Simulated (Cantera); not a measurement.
## Thermodynamics of metals in furnace atmospheres, feed Pb + CO2 + N2

Input: 1 mol Pb, 0.1 mol CO2, 46 mol N2, held at 1100 °C.

These are equilibrium values from Cantera (NASA tables, ideal gas, pure condensed phases), not measurements of a reactor. Candidate condensed phases: C, Pb, PbO, PbO2, Pb3O4; 27 gas species. Gases not in the tables: (PbO)n polymers. Equilibrium is a limit: real reactors are often held back by kinetics, nucleation or transport.

From 10.0 Pa to 0.130 bar nothing is condensed. From 0.820 bar to 30.0 bar the condensed part is Pb(l).

```json
[
 {"P (Pa)": "10", "log p N2": "-4.01", "log p Pb": "-5.68", "log p CO2": "-6.70", "log p CO": "-7.93", "log p PbO": "-7.94", "log p NO": "-9.80", "log p Pb2": "-12.92", "log p O2": "-9.96", "n Pb(l)": "0"},
 {"P (Pa)": "61", "log p N2": "-3.22", "log p Pb": "-4.89", "log p CO2": "-5.91", "log p CO": "-7.15", "log p PbO": "-7.15", "log p NO": "-9.41", "log p Pb2": "-11.35", "log p O2": "-9.95", "n Pb(l)": "0"},
 {"P (Pa)": "370", "log p N2": "-2.44", "log p Pb": "-4.11", "log p CO2": "-5.13", "log p CO": "-6.37", "log p PbO": "-6.37", "log p NO": "-9.01", "log p Pb2": "-9.78", "log p O2": "-9.95", "n Pb(l)": "0"},
 {"P (Pa)": "2200", "log p N2": "-1.67", "log p Pb": "-3.33", "log p CO2": "-4.35", "log p CO": "-5.59", "log p PbO": "-5.60", "log p NO": "-8.63", "log p Pb2": "-8.24", "log p O2": "-9.95", "n Pb(l)": "0"},
 {"P (Pa)": "13000", "log p N2": "-0.90", "log p Pb": "-2.56", "log p CO2": "-3.58", "log p CO": "-4.82", "log p PbO": "-4.82", "log p NO": "-8.24", "log p Pb2": "-6.69", "log p O2": "-9.95", "n Pb(l)": "0"},
 {"P (Pa)": "82000", "log p N2": "-0.09", "log p Pb": "-2.19", "log p CO2": "-2.77", "log p CO": "-4.23", "log p PbO": "-4.23", "log p NO": "-7.61", "log p Pb2": "-5.96", "log p O2": "-9.50", "n Pb(l)": "0.633"},
 {"P (Pa)": "500000", "log p N2": "0.70", "log p Pb": "-2.19", "log p CO2": "-1.97", "log p CO": "-3.83", "log p PbO": "-3.83", "log p NO": "-6.82", "log p Pb2": "-5.96", "log p O2": "-8.71", "n Pb(l)": "0.939"},
 {"P (Pa)": "3000000", "log p N2": "1.48", "log p Pb": "-2.19", "log p CO2": "-1.19", "log p CO": "-3.44", "log p PbO": "-3.44", "log p NO": "-6.04", "log p Pb2": "-5.96", "log p O2": "-7.92", "n Pb(l)": "0.990"}
]
```
log p: log10 of the partial pressure in bar; n: condensed amount in mol.
